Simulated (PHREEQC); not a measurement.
A made-up water analysis in mg/L, 40 °C, pH 2.77, pe 12.7: Na 45.8; K 20.1; Ca 224; Mg 302; Cl 434; S(6) as SO4 1440; Si as SiO2 5.57; Al 0.169; Li 1.22; Fe(3) 7.16.

Valence states are taken as typed.

Model: ion-association model, wateq4f.dat, run in PHREEQC.

This is a speciation only: nothing precipitates in the calculation.

Question: Estimate the ionic strength, charge-balance error.

Answer: ionic strength 0.0487 mol/kgw; charge-balance error -0.2 %.

Question: In which forms is Al present?

Answer: AlSO4+ 72 %, Al+3 19 %, Al(SO4)2- 8.7 % of the Al.

Examples of supersaturated solids here: Jarosite-K, Hematite (slow to form). Others may be too. Species that the database lacks are ignored. Constants without temperature data keep their 25 °C values here.
